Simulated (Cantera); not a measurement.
An isothermal, constant-pressure homogeneous reactor starts with N₂O : H₂ : N₂ = 1 : 0.04 : 0.86 (molar parts), at 1500 K and 0.520 bar. Integrator tolerance rtol = 1e-08.

Detailed kinetics in Cantera: GRI-Mech 3.0 (53 species, 325 reactions). GRI-Mech 3.0 was tuned for natural gas; its chemistry of N2O as a main component is partial and can be far from experiment. The temperature is held fixed by assumption; the heat of reaction is taken as removed at once.

Question: What does this change do: 0.17 parts H2O added?

Answer: 
| quantity | before | after |
|---|---|---|
| x(N₂O) at 2.00 s | 1.63e-6 (gas-phase equilibrium 5.27e-8) | 7.87e-7 (gas-phase equilibrium 4.75e-8) |
| x(H₂) at 2.00 s | 1.09e-7 (gas-phase equilibrium 9.89e-8) | 5.45e-7 (gas-phase equilibrium 5.02e-7) |
| x(NO₂) at 2.00 s | 0.000252 (gas-phase equilibrium 4.51e-6) | 0.000193 (gas-phase equilibrium 4.07e-6) |
| x(H₂O) at 2.00 s | 0.0168 (gas-phase equilibrium 0.0168) | 0.0823 (gas-phase equilibrium 0.0823) |
| x(O) at 2.00 s | 2.30e-6 (gas-phase equilibrium 2.54e-6) | 2.26e-6 (gas-phase equilibrium 2.45e-6) |
| x(NO) at 2.00 s | 0.0738 (gas-phase equilibrium 0.00120) | 0.0576 (gas-phase equilibrium 0.00112) |
| x(N₂) at 2.00 s | 0.745 (gas-phase equilibrium 0.781) | 0.701 (gas-phase equilibrium 0.729) |

Question: What does this change do: temperature 1500 to 1050 K?

Answer: 
| quantity | before | after |
|---|---|---|
| x(N₂O) at 2.00 s | 1.63e-6 (gas-phase equilibrium 5.27e-8) | 0.489 (gas-phase equilibrium 2.92e-9) |
| x(H₂) at 2.00 s | 1.09e-7 (gas-phase equilibrium 9.89e-8) | 5.23e-9 (gas-phase equilibrium 1.89e-11) |
| x(NO₂) at 2.00 s | 0.000252 (gas-phase equilibrium 4.51e-6) | 0.000139 (gas-phase equilibrium 1.41e-6) |
| x(H₂O) at 2.00 s | 0.0168 (gas-phase equilibrium 0.0168) | 0.0209 (gas-phase equilibrium 0.0168) |
| x(O) at 2.00 s | 2.30e-6 (gas-phase equilibrium 2.54e-6) | 1.13e-7 (gas-phase equilibrium 4.19e-10) |
| x(NO) at 2.00 s | 0.0738 (gas-phase equilibrium 0.00120) | 0.000538 (gas-phase equilibrium 5.18e-5) |
| x(N₂) at 2.00 s | 0.745 (gas-phase equilibrium 0.781) | 0.483 (gas-phase equilibrium 0.781) |
The mechanism lacks the step 2 NO + O2 → 2 NO2, which can matter for NO2 below about 1400 K.
